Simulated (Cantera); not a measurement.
An isothermal, constant-pressure homogeneous reactor starts with NO : N2 = 1 : 0.79 (molar parts), at 1873 K and 0.550 bar. Integrator tolerance rtol = 1e-08.

Detailed kinetics in Cantera: GRI-Mech 3.0 (53 species, 325 reactions).

### Question
What does this change do: pressure from 0.550 bar to 0.240 bar?

### Answer
| quantity | before | after |
|---|---|---|
| x(NO) at 2.00 s | 0.326 (gas-phase equilibrium 0.00580) | 0.426 (gas-phase equilibrium 0.00580) |
| x(O) at 2.00 s | 0.000112 (gas-phase equilibrium 0.000169) | 0.000133 (gas-phase equilibrium 0.000255) |
| x(NO2) at 2.00 s | 0.000392 (gas-phase equilibrium 1.07e-5) | 0.000257 (gas-phase equilibrium 7.05e-6) |
| x(N2O) at 2.00 s | 4.28e-5 (gas-phase equilibrium 2.34e-7) | 7.09e-5 (gas-phase equilibrium 1.54e-7) |
| x(O2) at 2.00 s | 0.116 (gas-phase equilibrium 0.276) | 0.0661 (gas-phase equilibrium 0.276) |
| x(N2) at 2.00 s | 0.558 (gas-phase equilibrium 0.718) | 0.508 (gas-phase equilibrium 0.718) |

### Question
What does this change do: temperature 1873 to 1400 K?

### Answer
```csv
quantity,before,after
x(NO) at 2.00 s,0.326 (gas-phase equilibrium 0.00580),0.557 (gas-phase equilibrium 0.000802)
x(O) at 2.00 s,0.000112 (gas-phase equilibrium 0.000169),7.21e-8 (gas-phase equilibrium 6.78e-7)
x(NO2) at 2.00 s,0.000392 (gas-phase equilibrium 1.07e-5),0.000331 (gas-phase equilibrium 5.08e-6)
x(N2O) at 2.00 s,4.28e-5 (gas-phase equilibrium 2.34e-7),9.33e-5 (gas-phase equilibrium 3.61e-8)
x(O2) at 2.00 s,0.116 (gas-phase equilibrium 0.276),0.000577 (gas-phase equilibrium 0.279)
x(N2) at 2.00 s,0.558 (gas-phase equilibrium 0.718),0.442 (gas-phase equilibrium 0.720)
```
